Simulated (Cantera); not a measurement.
# Ammonia decomposition in nitride growth gas

An isothermal, constant-pressure homogeneous reactor starts with NH3 : H2 = 1 : 0.13 (molar parts), at 1975 K and 18.0 Torr.

Detailed kinetics in Cantera: the gas-phase N/H chemistry of the illustrative SiF4/NH3 mechanism in the Surface Chemkin manual (1991). Walls and surfaces, which speed up NH3 decomposition in real reactors, are not modelled.

```csv
t (s),x NH3,x H2,x H,x N2,x N2H2,x N
2.00e-6,0.885,0.115,2.30e-7,<1e-12,<1e-12,<1e-12
5.97e-6,0.885,0.115,3.93e-7,<1e-12,<1e-12,<1e-12
1.78e-5,0.885,0.115,5.85e-7,<1e-12,1.15e-11,<1e-12
5.32e-5,0.885,0.115,1.11e-6,9.51e-12,2.88e-10,<1e-12
0.000159,0.885,0.115,2.66e-6,1.54e-9,5.33e-9,2.08e-11
0.000475,0.885,0.115,7.30e-6,1.45e-7,7.33e-8,1.16e-9
0.00142,0.884,0.115,2.09e-5,8.03e-6,8.91e-7,3.18e-8
0.00423,0.882,0.116,5.12e-5,0.000279,7.13e-6,3.13e-7
0.0126,0.873,0.123,6.57e-5,0.00257,1.10e-5,5.05e-7
0.0377,0.846,0.143,7.64e-5,0.00976,1.04e-5,5.59e-7
0.113,0.772,0.197,0.000107,0.0295,8.94e-6,6.78e-7
0.336,0.598,0.325,0.000187,0.0757,6.00e-6,8.63e-7
1.00,0.314,0.534,0.000373,0.151,2.46e-6,1.03e-6
3.00,0.0753,0.709,0.000769,0.215,4.13e-7,1.04e-6
```
x: mole fraction; the columns are a selection and need not sum to one.

Equilibrium at this temperature and pressure: NH3 1.60e-7, H2 0.758, H 0.00774, N2 0.234, N2H2 <1e-12, N 1.95e-9 (gas phase only).
